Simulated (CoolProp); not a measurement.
A single-stage vapour-compression cycle with the fluid: evaporating at 321.15 K (dew point), condensing at 352.15 K (bubble point), superheat 10 K, subcooling 5 K, compressor efficiency 0.9, no pressure losses. The same conditions are run with several fluids, on thermodynamics alone (safety and materials aside).

The numbers come from the reference Helmholtz-energy equation of state of each fluid (cyclopentane: Gedanitz 2015; R123: Younglove 1994; tetrahydrofuran: Fiedler 2023; R1233zd(E): Akasaka 2022; R124: de Vries 1995; R142b: Lemmon 2006) in CoolProp.

| fluid | cooling COP | pressure ratio | discharge temperature (K) | refrigerating effect (kJ/kg) | volumetric capacity (kJ/m³) |
|---|---|---|---|---|---|
| cyclopentane | 8.74 | 2.52 | 362.3 | 352 | 899 |
| R123 | 8.53 | 2.39 | 359.5 | 141 | 1670 |
| tetrahydrofuran | 8.81 | 2.79 | 368.0 | 393 | 570 |
| R1233zd(E) | 8.43 | 2.32 | 359.3 | 154 | 2190 |
| R124 | 7.86 | 2.09 | 360.5 | 109 | 4650 |
| R142b | 8.13 | 2.09 | 363.0 | 158 | 4290 |
